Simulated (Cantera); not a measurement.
Feed: 1 mol Cu2O, 1.1 mol C, 2 mol H2, held at 0.100 bar.

Method: chemical equilibrium by Gibbs-energy minimisation in Cantera with the NASA 1993 tables (ideal gas, pure condensed phases). Candidate condensed phases: C, C6H6, C7H8, C8H18, Cu, CuO, Cu(OH)2, Cu2O, H2O; 113 gas species. Kinetics and transport are ignored.

Question: Which condensed phases are stable at each of these points (T (K)): 1023, 1123, 1223, 1323, 1423, 1523, 1623, 1723, 1823, 1923, 2023, 2123?

Answer: 
| T (K) | condensed phases | Cu condensed (%) |
|---|---|---|
| 1023 | C(graphite) + Cu(s) | 100.0 |
| 1123 | C(graphite) + Cu(s) | 100.0 |
| 1223 | C(graphite) + Cu(s) | 100.0 |
| 1323 | C(graphite) + Cu(s) | 100.0 |
| 1423 | C(graphite) + Cu(l) | 100.0 |
| 1523 | C(graphite) + Cu(l) | 100.0 |
| 1623 | C(graphite) + Cu(l) | 99.9 |
| 1723 | C(graphite) + Cu(l) | 99.7 |
| 1823 | C(graphite) + Cu(l) | 98.9 |
| 1923 | C(graphite) + Cu(l) | 96.8 |
| 2023 | C(graphite) + Cu(l) | 91.5 |
| 2123 | C(graphite) + Cu(l) | 78.0 |

From 1023 K to 1323 K the condensed part is C(graphite) + Cu(s). From 1423 K to 2123 K the condensed part is C(graphite) + Cu(l).
